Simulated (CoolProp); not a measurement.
Vapour pressure (MPa) of nitrogen: the reference equation beside estimates from Tc = 126.2 K, pc = 3.396 MPa, ω = 0.037. Clausius-Clapeyron is anchored at 83.2 K with a constant enthalpy of vaporisation of 5.356 kJ/mol.

Computed with CoolProp (reference Helmholtz-energy equation of state, Span 2000).

```
T (K)  reference  Clausius-Clapeyron  van der Waals  Soave-Redlich-Kwong  Peng-Robinson
-----  ---------  ------------------  -------------  -------------------  -------------
75.9     0.08505                 ___         0.2992              0.08389        0.08624
79.6      0.1310                 ___         0.3914               0.1298         0.1322
83.2      0.1916              0.1916         0.4979                  ___         0.1929
86.9      0.2737              0.2665         0.6258               0.2733         0.2750
90.6         ___              0.3607         0.7736               0.3800         0.3806
94.2      0.5081              0.4733         0.9375               0.5105         0.5095
97.9         ___              0.6128          1.128               0.6758         0.6727
101.6     0.8681              0.7787          1.341               0.8764         0.8709
105.2      1.097              0.9674          1.571                1.109          1.101
108.9      1.374               1.191          1.832                1.391          1.381
112.6        ___                 ___          2.118                1.720            ___
116.2      2.065               1.727          2.421                2.089          2.077
```

Q: Fill in the missing entries.

A: 
- 75.9, Clausius-Clapeyron: 0.09101
- 79.6, Clausius-Clapeyron: 0.1350
- 83.2, Soave-Redlich-Kwong: 0.1906
- 90.6, reference: 0.3793
- 97.9, reference: 0.6708
- 112.6, reference: 1.699
- 112.6, Clausius-Clapeyron: 1.447
- 112.6, Peng-Robinson: 1.708

Absolute difference from the reference over all 12 rows, mean and median: Clausius-Clapeyron 8.3 and 7.8 %, van der Waals 97.4 and 76.3 %, Soave-Redlich-Kwong 0.8 and 0.9 %, Peng-Robinson 0.6 and 0.5 %.
